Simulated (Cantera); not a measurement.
A closed system holds: 1 mol SO2, 1.5 mol H2O, held at 2700 °C and 0.00133 bar.

Method: chemical equilibrium by Gibbs-energy minimisation in Cantera with the NASA 1993 tables (ideal gas, pure condensed phases). Kinetics and transport are ignored.

```tsv
species	before	after
H2O	0.00129	0.597
SO2	0.00406	0.399
H2	0.0101	0.00186
O	0.404	6.50e-6
H	0.401	3.64e-5
S	0.0984	8.94e-8
SO	0.0435	0.000263
OH	0.0166	0.000391
O2	0.0204	0.000963
S2	0.000237	2.18e-9
SH	0.000469	3.92e-8
SO3	1.95e-8	1.33e-5
```
Gas species are given as mole fractions.

Q: What was changed between the two runs?
A. pressure from 0.00133 bar to 0.00240 bar
B. H2O from 1.5 to 0.25 mol
C. temperature from 2700 °C to 1275 °C
D. temperature from 2700 °C to 2177 °C

A: C, temperature from 2700 °C to 1275 °C
